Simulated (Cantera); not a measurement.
Input (Python, Cantera):

```python
import numpy as np
import cantera as ct

gas = ct.Solution("h2o2.yaml")
gas.TPX = 675, 35000, {'H2': 1, 'O2': 0.455, 'N2': 1.71}
flame = ct.FreeFlame(gas, width=0.083)
flame.set_refine_criteria(ratio=3, slope=0.08, curve=0.16)
flame.transport_model = "mixture-averaged"
flame.solve(loglevel=0, auto=True)
z, T = flame.grid, flame.T
thick = (T[-1] - T[0]) / np.gradient(T, z).max()
show = ['H2', 'O2', 'H2O2', 'HO2', 'O', 'H']
print(f"laminar burning velocity  {flame.velocity[0] * 100:.3f} cm/s")
print(f"burnt temperature         {T[-1]:.1f} K")
print(f"thermal thickness         {thick * 1e3:.4f} mm")
print(f"grid points               {len(z)}")
z0 = z[flame.heat_release_rate.argmax()]
print(f"{'z/mm':>9s}{'T/K':>9s}{'u/(m/s)':>9s}" + "".join(f"{s:>11s}" for s in show))
rows = []
for k in (-3, -2, -1.5, -1, -0.5, -0.25, 0, 0.25, 0.5, 1, 2, 4, 8):
    zz = z0 + k * thick
    rows.append([k * thick, np.interp(zz, z, T), np.interp(zz, z, flame.velocity),
                 *(np.interp(zz, z, flame.X[gas.species_index(s)]) for s in show)])
    print(f"{rows[-1][0] * 1e3:9.3f}{rows[-1][1]:9.1f}{rows[-1][2]:9.3f}" + "".join(f"{x:11.3e}" for x in rows[-1][3:]))
```

Output:

```
laminar burning velocity  892.572 cm/s
burnt temperature         2529.0 K
thermal thickness         1.9612 mm
grid points               129
     z/mm      T/K  u/(m/s)         H2         O2       H2O2        HO2          O          H
   -5.884    675.0    8.926  3.160e-01  1.438e-01  7.266e-14  4.645e-12  4.235e-16  1.162e-14
   -3.922    675.0    8.926  3.160e-01  1.438e-01  7.628e-14  7.867e-11  2.671e-13  8.661e-12
   -2.942    675.0    8.926  3.160e-01  1.438e-01  2.972e-13  5.439e-09  2.864e-11  1.021e-09
   -1.961    675.0    8.926  3.160e-01  1.438e-01  5.662e-11  4.066e-07  3.912e-09  1.964e-07
   -0.981    680.3    8.988  3.148e-01  1.437e-01  4.597e-07  8.201e-05  7.243e-06  2.579e-04
   -0.490    787.2   10.293  2.946e-01  1.405e-01  1.485e-06  7.133e-05  3.068e-04  7.580e-03
    0.000   1183.5   15.001  1.646e-01  9.453e-02  1.737e-06  3.248e-05  7.530e-03  6.177e-02
    0.490   1483.8   18.532  6.657e-02  3.510e-02  1.513e-06  1.120e-05  1.492e-02  9.091e-02
    0.981   1615.8   20.015  5.972e-02  2.680e-02  9.966e-07  7.493e-06  1.511e-02  8.282e-02
    1.961   1765.8   21.644  6.157e-02  2.345e-02  5.484e-07  5.537e-06  1.381e-02  6.836e-02
    3.922   1929.8   23.365  6.224e-02  2.002e-02  2.880e-07  3.980e-06  1.167e-02  5.328e-02
    7.845   2095.9   25.046  6.079e-02  1.640e-02  1.637e-07  2.803e-06  9.046e-03  3.925e-02
   15.690   2254.9   26.603  5.732e-02  1.274e-02  1.094e-07  2.032e-06  6.378e-03  2.724e-02
```

Cantera simulation using the H2/O2 subset of GRI-Mech 3.0, which has no nitrogen chemistry; the numbers are that mechanism's predictions, not measurements. Burning velocities carry a grid error of a few per cent, more on coarse grids.
